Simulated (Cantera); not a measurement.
An isothermal, constant-pressure homogeneous reactor starts with CH4 : H2O : H2 = 1 : 4.2 : 1.4 (molar parts), at 1498 K and 14.8 atm.

Cantera simulation using GRI-Mech 3.0 (53 species, 325 reactions); the numbers are that mechanism's predictions, not measurements. The pressure lies above the range GRI-Mech 3.0 was tuned for (to about 10 atm).

x: mole fraction; the columns are a selection and need not sum to one.

```
t (s)     x CH4  x H2O   x H2      x C2H2     x OH       x CO2      x C2H4
--------  -----  -----  -----  ----------  -------  ----------  ----------
4.00e-5   0.151  0.636  0.212    7.88e-10  1.14e-7      <1e-12     4.75e-7
9.19e-5   0.151  0.636  0.212     1.16e-8  1.19e-7    1.68e-12     2.52e-6
0.000211  0.151  0.636  0.212     1.34e-7  1.25e-7    4.35e-11     1.18e-5
0.000486  0.151  0.636  0.212     1.41e-6  1.32e-7    8.90e-10     4.99e-5
0.00112   0.151  0.636  0.213     1.24e-5  1.36e-7     1.27e-8    0.000170
0.00257   0.150  0.636  0.213     7.89e-5  1.38e-7     1.15e-7    0.000437
0.00590   0.148  0.635  0.215    0.000357  1.39e-7     7.72e-7    0.000897
0.0136    0.145  0.634  0.218     0.00114  1.41e-7     4.62e-6     0.00166
0.0312    0.138  0.630  0.225  (withheld)  1.45e-7  (withheld)  (withheld)
0.0716    0.129  0.625  0.236  (withheld)  1.52e-7  (withheld)  (withheld)
0.165     0.122  0.618  0.245     0.00553  1.56e-7    0.000779     0.00590
0.379     0.119  0.609  0.255     0.00494  1.51e-7     0.00264     0.00546
0.870     0.114  0.590  0.273     0.00371  1.42e-7     0.00612     0.00439
2.00      0.105  0.560  0.303     0.00227  1.28e-7      0.0109     0.00298
```

Complete the blanks.


- 0.0312, x C2H2: 0.00265
- 0.0312, x CO2: 2.71e-5
- 0.0312, x C2H4: 0.00300
- 0.0716, x C2H2: 0.00459
- 0.0716, x CO2: 0.000157
- 0.0716, x C2H4: 0.00486
